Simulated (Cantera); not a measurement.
Mixture: 34.7 % H₂, 13.3 % O₂, 52.0 % N₂, equivalence ratio 1.3, at 0.553 atm, adiabatic and at constant pressure. Ignition delay is the time to a rise of 400 K.

Detailed kinetics in Cantera: the H2/O2 subset of GRI-Mech 3.0, which has no nitrogen chemistry. Where the delays flatten at high temperature, the 400 K rule measures the pace of heat release, not the induction time.

Predict: delay at 1248 K; delay at 1323 K; delay at 1398 K; delay at 1473 K; delay at 1548 K; delay at 1623 K; delay at 1698 K.


```
Property           Value
---------------  -------
delay at 1248 K  72.2 µs
delay at 1323 K  56.2 µs
delay at 1398 K  47.1 µs
delay at 1473 K  42.1 µs
delay at 1548 K  39.8 µs
delay at 1623 K  39.4 µs
delay at 1698 K  40.4 µs
```
